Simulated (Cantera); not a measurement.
A perfectly stirred reactor is fed with NH3 : H2 = 1 : 11 (molar parts), at 1.01 bar; it is held at 2200 K, and followed from long to short residence time.

Detailed kinetics in Cantera: the gas-phase N/H chemistry of the illustrative SiF4/NH3 mechanism in the Surface Chemkin manual (1991). Walls and surfaces, which speed up NH3 decomposition in real reactors, are not modelled.

```csv
quantity,before,after
x(NH3) at τ = 11.0 s,0.000412,0.000150
x(H2) at τ = 11.0 s,0.956,0.989
x(N2H2) at τ = 11.0 s,3.08e-10,3.89e-11
x(NH2) at τ = 11.0 s,7.33e-6,2.63e-6
x(H) at τ = 11.0 s,0.00549,0.00560
x(NH3) at τ = 89.0 ms,0.00631,0.00165
x(H2) at τ = 89.0 ms,0.954,0.989
x(N2H2) at τ = 89.0 ms,3.98e-8,4.16e-9
x(NH2) at τ = 89.0 ms,9.04e-5,2.76e-5
x(H) at τ = 89.0 ms,0.00442,0.00537
```

**Question.** What was changed between the two runs?
A) NH3 1 to 0.52 parts
B) temperature 2200 to 2250 K
C) NH3 1 to 6.8 parts
D) NH3 1 to 0.11 parts

**Answer.** D, NH3 1 to 0.11 parts
